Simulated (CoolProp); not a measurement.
Vapour-liquid equilibrium of n-butane (1) + benzene (2) at 4.03 bar; x and y are mole fractions of (1).

The numbers come from the multi-fluid Helmholtz-energy mixture model, Bücker 2006 and Thol 2012; pair parameters Bell 2016 in CoolProp.

| x | bubble temperature (K) | y at the bubble point | dew temperature at overall composition x (K) | liquid density (mol/L) |
|---|---|---|---|---|
| 0.05 | 393.5 | 0.267 | 403.8 | 9.741 |
| 0.15 | 372.7 | 0.597 | 399.3 | 9.920 |
| 0.25 | 357.4 | 0.763 | 394.4 | 10.01 |
| 0.35 | 346.4 | 0.848 | 389.0 | 10.04 |
| 0.45 | 338.5 | 0.896 | 383.1 | 10.01 |
| 0.55 | 332.6 | 0.926 | 376.3 | 9.954 |
| 0.65 | 328.0 | 0.947 | 368.4 | 9.870 |
| 0.75 | 324.1 | 0.964 | 358.8 | 9.770 |
| 0.85 | 320.6 | 0.978 | 346.1 | 9.662 |
| 0.95 | 317.2 | 0.993 | 327.3 | 9.553 |

No azeotrope shows between x = 0.05 and 0.95.

The pair parameters rest on a limited set of measurements; away from them the model extrapolates.
